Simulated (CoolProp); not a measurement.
Vapour-liquid equilibrium of trans-2-butene (1) + acetone (2) at 95.95 °C; x and y are mole fractions of (1).

Computed with CoolProp (multi-fluid Helmholtz-energy mixture model, Lemmon 2005 and Lemmon 2006; pair parameters Bell 2016).

```
x      bubble pressure (bar)  y at the bubble point  dew pressure at overall composition x (bar)  liquid density (mol/L)
-----  ---------------------  ---------------------  -------------------------------------------  ----------------------
0.05                   4.466                  0.262                                        3.521                   11.85
0.125                  5.981                  0.469                                        3.809                   11.56
0.2                    7.288                  0.581                                        4.143                   11.28
0.275                  8.391                  0.653                                        4.538                   11.00
0.35                   9.313                  0.702                                        5.011                   10.73
0.425                  10.09                  0.739                                        5.587                   10.46
0.5                    10.75                  0.770                                        6.300                   10.20
0.575                  11.32                  0.797                                        7.200                   9.952
0.65                   11.85                  0.824                                        8.347                   9.716
0.725                  12.35                  0.851                                        9.783                   9.496
0.8                    12.82                  0.882                                        11.38                   9.294
0.875                  13.27                  0.919                                        12.72                   9.115
0.95                   13.68                  0.964                                        13.57                   8.963
```

No azeotrope shows between x = 0.05 and 0.95.

The pair parameters rest on a limited set of measurements; away from them the model extrapolates.
